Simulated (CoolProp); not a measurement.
Vapour-liquid equilibrium of toluene (1) + n-decane (2) at 202.25 °C; x and y are mole fractions of (1).

Computed with CoolProp (multi-fluid Helmholtz-energy mixture model, Lemmon 2006 and Lemmon 2006; pair parameters Bell 2016).

| x | bubble pressure, mixture model (MPa) | bubble pressure, Raoult's law (MPa) | y, mixture model | y, Raoult's law |
|---|---|---|---|---|
| 0.05 | 0.2231 | 0.2262 | 0.149 | 0.173 |
| 0.15 | 0.2789 | 0.2845 | 0.375 | 0.412 |
| 0.25 | 0.3375 | 0.3429 | 0.533 | 0.569 |
| 0.35 | 0.3971 | 0.4012 | 0.647 | 0.681 |
| 0.45 | 0.4565 | 0.4596 | 0.733 | 0.764 |
| 0.55 | 0.5153 | 0.5179 | 0.800 | 0.829 |
| 0.65 | 0.5736 | 0.5763 | 0.855 | 0.880 |
| 0.75 | 0.6316 | 0.6347 | 0.901 | 0.922 |
| 0.85 | 0.6902 | 0.6930 | 0.943 | 0.957 |
| 0.95 | 0.7500 | 0.7514 | 0.982 | 0.987 |

The largest gap from Raoult's law is -2.0 % in bubble pressure, at x = 0.15. No azeotrope shows between x = 0.05 and 0.95.

Pair parameters are fitted to limited data, so mixtures are less certain than the pure fluids.
